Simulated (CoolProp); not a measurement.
Saturated liquid density (kg/m³) of n-octane: the reference equation beside estimates from Tc = 568.7 K, pc = 2484 kPa, ω = 0.398. Rackett uses Z = 0.29056 − 0.08775 ω.

Values from CoolProp's reference Helmholtz-energy equation of state, Beckmüller 2019.

```tsv
T (K)	reference	Rackett	van der Waals	Redlich-Kwong	Soave-Redlich-Kwong	Peng-Robinson
334.4	668.6	(withheld)	372.8	549.5	576.5	649.7
345	659.6	667.0	368.1	541.5	569.5	642.2
355.6	650.4	657.5	363.3	533.2	562.1	634.3
366.2	641.1	647.8	358.4	524.5	554.4	(withheld)
376.8	631.6	637.8	(withheld)	515.6	546.3	617.3
387.4	621.9	627.6	348.0	506.2	537.7	608.0
398	612.0	617.2	(withheld)	496.6	528.7	598.2
408.6	601.7	606.4	336.8	486.5	519.2	587.8
419.2	(withheld)	(withheld)	331.0	476.0	509.2	576.8
429.8	580.3	584.0	324.8	465.1	498.6	565.1
440.4	569.0	572.2	318.5	453.6	487.3	552.6
451	557.3	559.9	(withheld)	441.6	475.3	539.2
461.6	545.0	547.1	(withheld)	429.0	462.5	524.8
```

Task: Fill in the missing entries.

Result: 
- 334.4, Rackett: 676.4
- 366.2, Peng-Robinson: 626.0
- 376.8, van der Waals: 353.2
- 398, van der Waals: 342.5
- 419.2, reference: 591.2
- 419.2, Rackett: 595.4
- 451, van der Waals: 311.8
- 461.6, van der Waals: 304.8

Absolute difference from the reference over all 13 rows, mean and median: Rackett 0.8 and 0.8 %, van der Waals 44.1 and 44.1 %, Redlich-Kwong 19.1 and 18.9 %, Soave-Redlich-Kwong 13.9 and 13.7 %, Peng-Robinson 2.6 and 2.5 %.
